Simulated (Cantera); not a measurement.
Input: 1 mol Si, 4.4 mol NF3, 2 mol H2, 2.9 mol HF, at 56.0 Pa.

Equilibrium computed with Cantera from the NASA thermochemical tables; the gas is ideal and each condensed phase is pure. Candidate condensed phases: Si, Si3N4; 37 gas species. The numbers say what is thermodynamically allowed, not how fast it happens. All values below are at 1273 K.

Base state: HF 0.451, F 0.340, N2 0.144, SiF4 0.0654, F2 9.41e-5 (mole fractions); condensed: gas only.

Q: What changes in the equilibrium state with this change: pressure from 56.0 Pa to 0.310 bar?

A: 
| species | before | after |
|---|---|---|
| HF | 0.451 | 0.467 |
| F | 0.340 | 0.281 |
| N2 | 0.144 | 0.149 |
| F2 | 9.41e-5 | 0.0356 |
| SiF4 | 0.0654 | 0.0677 |
| NF3 | <1e-9 | 1.21e-5 |
